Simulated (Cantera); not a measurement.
Input: 1 mol C2H2, 0.035 mol NH3, 5.4 mol H2, equilibrated at 0.140 bar.

Cantera equilibrium calculation (NASA polynomials, part measured and part estimated; ideal gas, pure solids and liquids). Candidate condensed phases: C, C6H6, C7H8, C8H18; 92 gas species. Equilibrium is a limit: real reactors are often held back by kinetics, nucleation or transport.

log p: log10 of the partial pressure in bar; n: condensed amount in mol.

```csv
T (°C),log p H2,log p CH4,log p H,log p N2,log p C2H2 (acetylene),n C(graphite)
552,-0.90,-1.85,-11.55,-3.38,?,1.40
752,-0.86,-2.85,-8.79,-3.42,?,1.94
952,-0.86,-3.59,-6.93,-3.42,?,1.99
1152,-0.86,-4.13,-5.59,-3.42,?,2.00
1352,-0.86,-4.54,-4.58,-3.43,?,2.00
1552,-0.86,-4.86,-3.78,-3.45,?,1.99
1752,-0.86,-5.12,-3.14,-3.49,?,1.98
1952,-0.86,-5.33,-2.62,-3.57,?,1.95
```

Fill in the missing entries.


- 552, log p C2H2 (acetylene): -12.34
- 752, log p C2H2 (acetylene): -9.52
- 952, log p C2H2 (acetylene): -7.65
- 1152, log p C2H2 (acetylene): -6.31
- 1352, log p C2H2 (acetylene): -5.30
- 1552, log p C2H2 (acetylene): -4.52
- 1752, log p C2H2 (acetylene): -3.90
- 1952, log p C2H2 (acetylene): -3.40
